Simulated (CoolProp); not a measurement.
Computed with CoolProp (reference Helmholtz-energy equation of state, Guder 2009).

Task: For sulfur hexafluoride, give the phase and the cv (kJ/(kg K)), conductivity (mW/(m K)) at 233.4 K and 0.0799 MPa.

Result: 
- 233.4 K and 0.0799 MPa: gas; cv 0.491, conductivity 8.29

Thermal conductivity comes from a separate model (Assael 2012).
